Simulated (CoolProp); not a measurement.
A Linde-Hampson liquefier for oxygen: isothermal reversible compression at 230 K from 1 atm to 30 MPa, throttling to 1 atm, return gas leaving the recuperator 10 K below the feed. Each further row changes one setting.

Values from CoolProp's reference Helmholtz-energy equation of state, Schmidt 1985.

```
case                        liquid yield per pass  compression work (kJ/kg of gas)
--------------------------  ---------------------  -------------------------------
as stated                                   0.253                              316
high pressure 60 MPa                        0.268                              360
warm-end temperature 260 K                  0.181                              369
warm-end gap 15 K                           0.243                              316
```
